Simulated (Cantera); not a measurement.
Charge: 1 mol SiH4, a varied amount of O3, equilibrated at 1452 °C and 9.75 Torr.

Equilibrium computed with Cantera from the NASA thermochemical tables; the gas is ideal and each condensed phase is pure. Candidate condensed phases: H2O, Si, SiO2; 18 gas species. The tables hold silica as quartz up to 1696 K and as liquid above; real silica turns to tridymite and cristobalite and melts near 1996 K. Gases not in the tables: Si(OH)4. Kinetics and transport are ignored.

x: gas mole fraction; n: condensed amount in mol.

| n(O3) (mol) | x H2O | x H2 | x O2 | x SiO | x OH | n SiO2(condensed) |
|---|---|---|---|---|---|---|
| 0.45 | 0.000112 | 0.753 | <1e-12 | 0.245 | ? | 0.350 |
| 0.73 | 0.0952 | 0.903 | 5.78e-10 | 0.000346 | ? | 0.999 |
| 1 | 0.500 | 0.499 | 5.21e-8 | 3.65e-5 | ? | 1.000 |
| 1.3 | 0.949 | 0.0500 | 1.87e-5 | 1.92e-6 | ? | 1.000 |
| 1.5 | 0.886 | 0.000607 | 0.110 | 2.51e-8 | ? | 1.00 |
| 1.8 | 0.738 | 0.000331 | 0.258 | 1.64e-8 | 0.00364 | 1.00 |
| 2.1 | 0.632 | 0.000239 | 0.364 | 1.38e-8 | 0.00367 | 1.00 |
| 2.4 | 0.553 | 0.000189 | 0.443 | 1.25e-8 | 0.00361 | 1.00 |
| 2.6 | 0.510 | 0.000167 | 0.486 | 1.19e-8 | 0.00354 | 1.00 |
| 2.9 | 0.457 | 0.000142 | 0.539 | 1.13e-8 | 0.00344 | 1.00 |
| 3.2 | 0.414 | 0.000124 | 0.582 | 1.09e-8 | 0.00334 | 1.00 |
| 3.5 | 0.379 | 0.000110 | 0.617 | 1.06e-8 | 0.00324 | 1.00 |
| 3.7 | 0.358 | 0.000102 | 0.638 | 1.04e-8 | 0.00318 | 1.00 |

Task: Some entries are withheld; supply them.

Result: 
- 0.45, x OH: 1.16e-8
- 0.73, x OH: 8.99e-6
- 1, x OH: 6.35e-5
- 1.3, x OH: 0.000381
- 1.5, x OH: 0.00322
